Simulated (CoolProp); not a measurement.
Model: reference Helmholtz-energy equation of state, Zhou 2011, in CoolProp.

For dimethyl carbonate, give the phase and the density (kg/m³), cp (kJ/(kg K)), cv (kJ/(kg K)), fugacity coefficient at 485.6 K and 16.4 MPa.


- 485.6 K and 16.4 MPa: liquid; density 828, cp 2.22, cv 1.67, fugacity coefficient 0.126
